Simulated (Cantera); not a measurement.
Charge: 1 mol Si, 1.6 mol SF₆, a varied amount of N₂, equilibrated at 927 °C and 0.133 bar.

These are equilibrium values from Cantera (NASA tables, ideal gas, pure condensed phases), not measurements of a reactor. Candidate condensed phases: S, Si, Si₃N₄; 29 gas species. The tables' values for SF₃, S₂F₂ (SSF₂), FS₂F (FSSF), SF₅ are old estimates; treat these amounts as uncertain. The numbers say what is thermodynamically allowed, not how fast it happens.

x: gas mole fraction; nothing condenses.

```json
[
 {"n(N₂) (mol)": "2.9", "x N₂": "0.534", "x SF₄": "0.224", "x SiF₄": "0.184", "x SF₂": "0.0294", "x SF₃": "0.0149", "x S₂F₂ (SSF₂)": "0.0125", "x SF₆": "[?]"},
 {"n(N₂) (mol)": "4.3", "x N₂": "0.629", "x SF₄": "0.178", "x SiF₄": "0.146", "x SF₂": "0.0247", "x SF₃": "0.0122", "x S₂F₂ (SSF₂)": "0.00944", "x SF₆": "[?]"},
 {"n(N₂) (mol)": "6.3", "x N₂": "0.713", "x SF₄": "0.137", "x SiF₄": "0.113", "x SF₂": "0.0204", "x SF₃": "0.00969", "x S₂F₂ (SSF₂)": "0.00683", "x SF₆": "[?]"},
 {"n(N₂) (mol)": "9.1", "x N₂": "0.782", "x SF₄": "0.103", "x SiF₄": "0.0859", "x SF₂": "0.0165", "x SF₃": "0.00758", "x S₂F₂ (SSF₂)": "0.00480", "x SF₆": "[?]"},
 {"n(N₂) (mol)": "13", "x N₂": "0.836", "x SF₄": "0.0771", "x SiF₄": "0.0643", "x SF₂": "0.0132", "x SF₃": "0.00585", "x S₂F₂ (SSF₂)": "0.00329", "x SF₆": "[?]"},
 {"n(N₂) (mol)": "19", "x N₂": "0.881", "x SF₄": "0.0553", "x SiF₄": "0.0464", "x SF₂": "0.0102", "x SF₃": "0.00436", "x S₂F₂ (SSF₂)": "0.00212", "x SF₆": "[?]"},
 {"n(N₂) (mol)": "28", "x N₂": "0.916", "x SF₄": "0.0388", "x SiF₄": "0.0327", "x SF₂": "0.00770", "x SF₃": "0.00317", "x S₂F₂ (SSF₂)": "0.00130", "x SF₆": "[?]"},
 {"n(N₂) (mol)": "41", "x N₂": "0.941", "x SF₄": "0.0270", "x SiF₄": "0.0230", "x SF₂": "0.00576", "x SF₃": "0.00229", "x S₂F₂ (SSF₂)": "0.000782", "x SF₆": "[?]"},
 {"n(N₂) (mol)": "60", "x N₂": "0.959", "x SF₄": "0.0187", "x SiF₄": "0.0160", "x SF₂": "0.00425", "x SF₃": "0.00164", "x S₂F₂ (SSF₂)": "0.000455", "x SF₆": "[?]"},
 {"n(N₂) (mol)": "88", "x N₂": "0.972", "x SF₄": "0.0129", "x SiF₄": "0.0110", "x SF₂": "0.00310", "x SF₃": "0.00116", "x S₂F₂ (SSF₂)": "0.000256", "x SF₆": "[?]"}
]
```

Task: Fill in the missing entries.

Result: 
- 2.9, x SF₆: 0.000912
- 4.3, x SF₆: 0.000680
- 6.3, x SF₆: 0.000490
- 9.1, x SF₆: 0.000346
- 13, x SF₆: 0.000240
- 19, x SF₆: 0.000160
- 28, x SF₆: 0.000104
- 41, x SF₆: 6.77e-5
- 60, x SF₆: 4.40e-5
- 88, x SF₆: 2.85e-5
